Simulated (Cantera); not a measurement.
An adiabatic, constant-volume homogeneous reactor starts with CH₄ : C₂H₆ : O₂ : N₂ : H₂O = 1 : 0.25 : 4.49 : 16.9 : 1.8 (molar parts), equivalence ratio 0.64, at 1048 K and 0.440 bar. Integrator tolerance rtol = 1e-08.

Cantera simulation using GRI-Mech 3.0 (53 species, 325 reactions); the numbers are that mechanism's predictions, not measurements.

### Question
What does this change do: constant pressure in place of constant volume?

### Answer
```json
[
 {"quantity": "time of steepest temperature rise", "before": "69.6 ms", "after": "72.6 ms"},
 {"quantity": "temperature at 3.00 s", "before": "2401 K", "after": "2188 K"},
 {"quantity": "equilibrium temperature", "before": "2401 K", "after": "2188 K"},
 {"quantity": "x(CH₄) at 3.00 s", "before": "<1e-12 (gas-phase equilibrium <1e-12)", "after": "<1e-12 (gas-phase equilibrium <1e-12)"},
 {"quantity": "x(C₂H₆) at 3.00 s", "before": "<1e-12 (gas-phase equilibrium <1e-12)", "after": "<1e-12 (gas-phase equilibrium <1e-12)"},
 {"quantity": "x(O₂) at 3.00 s", "before": "0.0607 (gas-phase equilibrium 0.0607)", "after": "0.0621 (gas-phase equilibrium 0.0621)"},
 {"quantity": "x(CO) at 3.00 s", "before": "0.00481 (gas-phase equilibrium 0.00481)", "after": "0.00199 (gas-phase equilibrium 0.00199)"},
 {"quantity": "x(HCN) at 3.00 s", "before": "6.30e-12 (gas-phase equilibrium 6.30e-12)", "after": "<1e-12 (gas-phase equilibrium <1e-12)"}
]
```

### Question
What does this change do: pressure from 0.440 bar to 5.00 bar?

### Answer
| quantity | before | after |
|---|---|---|
| time of steepest temperature rise | 69.6 ms | 18.3 ms |
| temperature at 3.00 s | 2401 K | 2463 K |
| equilibrium temperature | 2401 K | 2463 K |
| x(CH₄) at 3.00 s | <1e-12 (gas-phase equilibrium <1e-12) | <1e-12 (gas-phase equilibrium <1e-12) |
| x(C₂H₆) at 3.00 s | <1e-12 (gas-phase equilibrium <1e-12) | <1e-12 (gas-phase equilibrium <1e-12) |
| x(O₂) at 3.00 s | 0.0607 (gas-phase equilibrium 0.0607) | 0.0596 (gas-phase equilibrium 0.0596) |
| x(CO) at 3.00 s | 0.00481 (gas-phase equilibrium 0.00481) | 0.00212 (gas-phase equilibrium 0.00212) |
| x(HCN) at 3.00 s | 6.30e-12 (gas-phase equilibrium 6.30e-12) | 8.43e-12 (gas-phase equilibrium 8.43e-12) |
